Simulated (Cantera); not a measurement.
A perfectly stirred reactor is fed with NO : N₂ = 1 : 0.32 (molar parts), at 0.0160 bar; it is held at 2000 K, and followed from long to short residence time.

Detailed kinetics in Cantera: GRI-Mech 3.0 (53 species, 325 reactions). Radical loss at walls, strong at low pressure, is not modelled.

One state of this run: x NO = 0.734; x O = 0.000944; x O₂ = 0.0109; x N₂ = 0.254; x N₂O = 0.000173. x: mole fraction; the columns are a selection and need not sum to one.

**Question.** Which value of τ (s) does it belong to?
A) 5.5
B) 0.00087
C) 0.45
D) 1.6

**Answer.** C, 0.45
